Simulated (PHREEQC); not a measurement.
Dissolve 0.0066 mol/kgw HF, 0.00014 mol/kgw (CH3)4NF and 2.2e-07 mol/kgw H4SiO4 at 25 °C. Closed to the air; pH follows from the charge balance.

Equilibrium calculation in PHREEQC: ion-association model, phreeqc.dat.

This is a speciation only: nothing precipitates in the calculation.

Task: Order these F species by the share of F that they hold, largest first: F-, HF2-, HF.

Result: HF (70 %), F- (28 %), HF2- (1.0 %)

The pH is 2.76 and the ionic strength 0.00196 mol/kgw. (CH3)4N+ isn't in the database: it is added as a free cation with an ion size of 4 Å. SiF6-2 is the database's only silicon fluoride.
